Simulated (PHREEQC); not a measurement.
Consider water at 25 °C with 0.15 mol NaH2PO4, 0.0001 mol K2HPO4 and 1.4e-05 mol H4SiO4 per kg of water. Closed to the air; pH follows from the charge balance.

Equilibrium calculation in PHREEQC: ion-association model, wateq4f.dat.

Each row changes one thing in this solution. Precipitation was switched off in this run.

```json
[
 {"case": "as made", "pH": "4.47", "ionic strength (mol/kgw)": "0.151", "HPO4-2 (mol/kgw)": "0.000632", "KHPO4- (mol/kgw)": "7.76e-8", "SI of Quartz (SiO2)": "-0.85"},
 {"case": "diluted 100-fold with water", "pH": "5.06", "ionic strength (mol/kgw)": "0.00152", "HPO4-2 (mol/kgw)": "1.20e-5", "KHPO4- (mol/kgw)": "___", "SI of Quartz (SiO2)": "-2.87"},
 {"case": "NaH2PO4 left out", "pH": "8.54", "ionic strength (mol/kgw)": "0.000296", "HPO4-2 (mol/kgw)": "9.57e-5", "KHPO4- (mol/kgw)": "3.45e-8", "SI of Quartz (SiO2)": "-0.90"},
 {"case": "H4SiO4 from 1.4e-05 to 2.8e-05 mol/kgw", "pH": "4.47", "ionic strength (mol/kgw)": "0.151", "HPO4-2 (mol/kgw)": "0.000632", "KHPO4- (mol/kgw)": "7.76e-8", "SI of Quartz (SiO2)": "___"},
 {"case": "K2HPO4 replaced by KNO3 at the same molality", "pH": "4.43", "ionic strength (mol/kgw)": "0.151", "HPO4-2 (mol/kgw)": "0.000584", "KHPO4- (mol/kgw)": "3.59e-8", "SI of Quartz (SiO2)": "-0.85"},
 {"case": "temperature from 25 to 90 °C", "pH": "4.49", "ionic strength (mol/kgw)": "0.151", "HPO4-2 (mol/kgw)": "0.00100", "KHPO4- (mol/kgw)": "1.05e-7", "SI of Quartz (SiO2)": "-1.64"}
]
```

Task: What belongs in the gaps?

Result: 
- diluted 100-fold with water, KHPO4- (mol/kgw): 3.92e-11
- H4SiO4 from 1.4e-05 to 2.8e-05 mol/kgw, SI of Quartz (SiO2): -0.55

Complexes and solids missing from the database can't appear. H3PO4, which wateq4f.dat lacks, is added to it with the constant of phreeqc.dat. At this temperature some constants are extrapolated from 25 °C, and those without enthalpy data are left unchanged.
